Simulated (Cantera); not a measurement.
Input (Python, Cantera) and output of one run.

```python
import numpy as np
import cantera as ct

gas_names = """
    H HNO HNO2 HNO3 HO2 H2 H2O H2O2 N NH NH2 NH3 NH2OH NO NO2 NO3 N2 N2H2 N2H4 N2O O OH O2 O3 Si SiH
    SiH2 SiH3 SiH4 SiN SiO SiO2 Si2 Si2N Si3
""".split()
cond_names = """
    H2O(s) H2O(L) Si(cr) Si(L) SiO2(Lqz) SiO2(hqz) SiO2(L) Si2N2O(s) Si3N4(a)
""".split()


def load(file, names, dense=False):
    # The tables refer to 1 bar. Condensed volumes are neglected.
    table = {s.name: s for s in ct.Species.list_from_file(file)}
    out = []
    for n in names:
        d = dict(table[n].input_data)
        d["thermo"] = dict(d["thermo"], **{"reference-pressure": 1e5})
        if dense:
            d["equation-of-state"] = {"model": "constant-volume", "density": "1e6 g/cm^3"}
        out.append(ct.Species.from_dict(d))
    return out


gas = ct.Solution(thermo="ideal-gas", species=load("nasa_gas.yaml", gas_names))
cond = {s.name: ct.Solution(thermo="fixed-stoichiometry", species=[s], name=s.name)
        for s in load("nasa_condensed.yaml", cond_names, dense=True)}
atoms = {
    'Si3N4': {'Si': 3, 'N': 4},
    'N2O': {'N': 2, 'O': 1},
    'H2': {'H': 2},
}
top_T = {'Si2N2O(s)': 2100, 'Si3N4(a)': 2400}  # K; cautious upper limits of use, not melting points


def equilibrate(T, P, feed):
    n = {}
    for name, mol in feed.items():
        for a, k in atoms[name].items():
            n[a] = n.get(a, 0.0) + k * mol
    gas.TPX = T, P, n
    mass = sum(n.values()) * gas.mean_molecular_weight
    gas.equilibrate("TP")
    valid = [c for c in cond.values() if c.min_temp <= T <= top_T.get(c.name, c.max_temp)]
    mix = ct.Mixture([(gas, mass / gas.mean_molecular_weight)] + [(c, 0.0) for c in valid])
    mix.T, mix.P = T, P
    mix.equilibrate("TP", solver="gibbs", rtol=1e-10, max_steps=50000)
    return mix


results = []
feed = {'Si3N4': 1, 'N2O': 0.27, 'H2': 19}  # mol
P = 1000  # Pa
for T in [1150, 1200, 1250, 1300, 1350, 1400, 1450, 1500, 1550, 1600, 1650, 1700]:
    mix = equilibrate(T, P, feed)
    results.append((T, P, feed, dict(zip(mix.species_names, mix.species_moles))))

top = {s: max(r[3][s] / sum(r[3][g] for g in gas_names) for r in results) for s in gas_names}
cols = sorted((s for s in top if top[s] > 1e-06), key=lambda s: -top[s])[:9]
seen = [c for c in cond_names if any(r[3].get(c, 0) > 1e-12 for r in results)]
print("log10 of partial pressures in bar; condensed amounts in mol")
print(f"{'T/K':>10s}" + "".join(f"{s[:9]:>10s}" for s in cols + seen))
for T, P, feed, n in results:
    ng = sum(n[g] for g in gas_names)
    print(f"{T:10.4g}" + "".join(f"{np.log10(max(n[s] / ng * P / 1e5, 1e-99)):10.3f}" for s in cols)
          + "".join(f"{n.get(c, 0):10.4g}" for c in seen))
```

Result:

```
log10 of partial pressures in bar; condensed amounts in mol
       T/K        H2        N2       SiO         H        Si      SiH2       SiH      Si2N       SiN    Si(cr)     Si(L) Si2N2O(s)  Si3N4(a)
      1150    -2.008    -3.731   -12.419    -8.131   -15.715   -13.402   -15.398   -19.709   -16.627         0         0      0.27      0.82
      1200    -2.008    -3.731   -11.314    -7.709   -14.401   -12.476   -14.229   -18.031   -15.463         0         0      0.27      0.82
      1250    -2.008    -3.731   -10.300    -7.320   -13.193   -11.625   -13.154   -16.490   -14.394         0         0      0.27      0.82
      1300    -2.008    -3.731    -9.365    -6.960   -12.078   -10.840   -12.164   -15.069   -13.408         0         0      0.27      0.82
      1350    -2.008    -3.731    -8.500    -6.627   -11.048   -10.113   -11.247   -13.755   -12.496         0         0      0.27      0.82
      1400    -2.008    -3.731    -7.699    -6.317   -10.092    -9.439   -10.398   -12.537   -11.650         0         0      0.27      0.82
      1450    -2.008    -3.731    -6.955    -6.028    -9.203    -8.813    -9.608   -11.404   -10.863         0         0    0.2698    0.8201
      1500    -2.008    -3.730    -6.261    -5.759    -8.374    -8.229    -8.872   -10.349   -10.130         0         0    0.2689    0.8203
      1550    -2.008    -3.729    -5.613    -5.506    -7.600    -7.684    -8.185    -9.365    -9.445         0         0    0.2653    0.8215
      1600    -2.014    -3.524    -5.075    -5.272    -7.011    -7.314    -7.680    -8.613    -8.838    0.3311         0    0.2535     0.715
      1650    -2.033    -3.161    -4.627    -5.058    -6.572    -7.095    -7.327    -8.050    -8.296     1.552         0    0.2217    0.3184
      1700    -2.052    -2.988    -4.029    -4.858    -6.168    -6.900    -7.005    -7.624    -7.880         0     2.658   0.06979         0
```

Method: chemical equilibrium by Gibbs-energy minimisation in Cantera with the NASA 1993 tables (ideal gas, pure condensed phases). Mutual solubility and eutectic melting of coexisting phases are not modelled. Gases not in the tables: Si2H6 and higher silanes.
